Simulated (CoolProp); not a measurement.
CHF3 (R23) along the isotherm 223.2 K: fugacity coefficient from the reference equation and from simpler models built on Tc = 299.3 K, pc = 4.832 MPa, ω = 0.263; each cubic takes its own stable root.

Computed with CoolProp (reference Helmholtz-energy equation of state, Penoncello 2003).

```csv
p (MPa),phase,reference
1.61,liquid,0.2764
3.22,liquid,0.1447
4.83,liquid,0.1010
6.44,liquid,0.07926
8.05,liquid,0.06635
9.66,liquid,0.05784
11.3,liquid,0.05176
12.9,liquid,0.04740
14.5,liquid,0.04408
16.1,liquid,0.04149
17.7,liquid,0.03943
19.3,liquid,0.03778
20.9,liquid,0.03645
22.5,liquid,0.03536
24.2,liquid,0.03443
```

Question: How far does each simpler model (van der Waals, Redlich-Kwong, Peng-Robinson) lie from the reference over these 15 states: mean and median of the absolute difference, and the worst?

Answer: 
- van der Waals: mean 218.4 %, median 217.1 %, worst +288.0 % at 223.2 K and 24.2 MPa
- Redlich-Kwong: mean 55.1 %, median 55.3 %, worst +64.4 % at 223.2 K and 24.2 MPa
- Peng-Robinson: mean 2.5 %, median 2.5 %, worst +3.4 % at 223.2 K and 24.2 MPa
